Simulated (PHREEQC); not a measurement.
A solution holds 0.26 mol FeCl3, 0.0019 mol NiCl2 and 0.085 mol NaH2PO4 per kg of water, at 20 °C. Closed to the air; pH follows from the charge balance.

Equilibrium calculation in PHREEQC: ion-association model, wateq4f.dat.

```json
[
 {"quantity": "pH", "before": "2.08", "after": "1.94"},
 {"quantity": "ionic strength (mol/kgw)", "before": "0.876", "after": "0.830"},
 {"quantity": "Cl- (mol/kgw)", "before": "0.599", "after": "0.528"},
 {"quantity": "FeCl+2 (mol/kgw)", "before": "0.0959", "after": "0.139"},
 {"quantity": "FeCl2+ (mol/kgw)", "before": "0.0425", "after": "0.0560"},
 {"quantity": "SI of Halite (NaCl)", "before": "-3.23", "after": "-4.28"},
 {"quantity": "SI of Strengite (FePO4:2H2O)", "before": "+3.70", "after": "+2.42"}
]
```

**Question.** Which change was made?
A. NaH2PO4 from 0.085 to 0.0085 mol/kgw
B. temperature from 20 to 50 °C
C. FeCl3 from 0.26 to 0.234 mol/kgw
D. NiCl2 from 0.0019 to 0.00209 mol/kgw
E. FeCl3 from 0.26 to 0.052 mol/kgw

**Answer.** A, NaH2PO4 from 0.085 to 0.0085 mol/kgw

Precipitation was switched off in this run. The ionic strength passes 0.7 mol/kgw, the rough limit of the ion-association models, in every such run. Some of these states are supersaturated (in Strengite, Hematite (slow to form), for instance). H3PO4, which wateq4f.dat lacks, is added to it with the constant of phreeqc.dat. The database has no phosphate complexes of Ni.
